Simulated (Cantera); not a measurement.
An adiabatic, constant-volume homogeneous reactor starts with C2H4 : O2 : N2 : H2O = 1 : 2.2 : 15.9 : 2.1 (molar parts), equivalence ratio 1.4, at 1600 K and 473 Torr.

Model: GRI-Mech 3.0 (53 species, 325 reactions), integrated in Cantera. GRI-Mech 3.0 was tuned for natural gas; its chemistry of ethylene as a main component is partial and can be far from experiment.

x: mole fraction; the columns are a selection and need not sum to one.

| t (s) | T (K) | P (bar) | x C2H4 | x O2 | x H2O | x C2H6 | x HO2 | x CH3 |
|---|---|---|---|---|---|---|---|---|
| 2.00e-6 | 1600 | 0.630 | 0.0472 | 0.104 | 0.0991 | <1e-12 | 2.02e-8 | 8.63e-9 |
| 6.70e-6 | 1600 | 0.630 | 0.0472 | 0.104 | 0.0991 | 1.02e-11 | 2.38e-7 | 2.20e-7 |
| 2.24e-5 | 1600 | 0.630 | 0.0468 | 0.103 | 0.0991 | 6.42e-8 | 6.74e-5 | 7.76e-5 |
| 7.52e-5 | 2433 | 1.02 | <1e-12 | (withheld) | 0.130 | <1e-12 | (withheld) | <1e-12 |
| 0.000252 | 2570 | 1.07 | <1e-12 | (withheld) | 0.138 | <1e-12 | (withheld) | <1e-12 |
| 0.000844 | 2662 | 1.10 | <1e-12 | 0.00357 | 0.144 | <1e-12 | 1.24e-6 | <1e-12 |
| 0.00283 | 2663 | 1.10 | <1e-12 | 0.00319 | 0.144 | <1e-12 | 1.13e-6 | <1e-12 |
| 0.00948 | 2658 | 1.10 | <1e-12 | 0.00301 | 0.144 | <1e-12 | 1.07e-6 | <1e-12 |
| 0.0317 | 2658 | 1.10 | <1e-12 | 0.00300 | 0.144 | <1e-12 | 1.07e-6 | <1e-12 |
| 0.106 | 2658 | 1.10 | <1e-12 | 0.00300 | 0.144 | <1e-12 | 1.07e-6 | <1e-12 |
| 0.356 | 2658 | 1.10 | <1e-12 | 0.00300 | 0.144 | <1e-12 | 1.07e-6 | <1e-12 |
| 1.19 | 2658 | 1.10 | <1e-12 | 0.00300 | 0.144 | <1e-12 | 1.07e-6 | <1e-12 |
| 4.00 | 2658 | 1.10 | <1e-12 | 0.00300 | 0.144 | <1e-12 | 1.07e-6 | <1e-12 |

Question: Some entries are withheld; supply them.

Answer: 
- 7.52e-5, x O2: 0.00814
- 7.52e-5, x HO2: 1.92e-6
- 0.000252, x O2: 0.00552
- 0.000252, x HO2: 1.55e-6
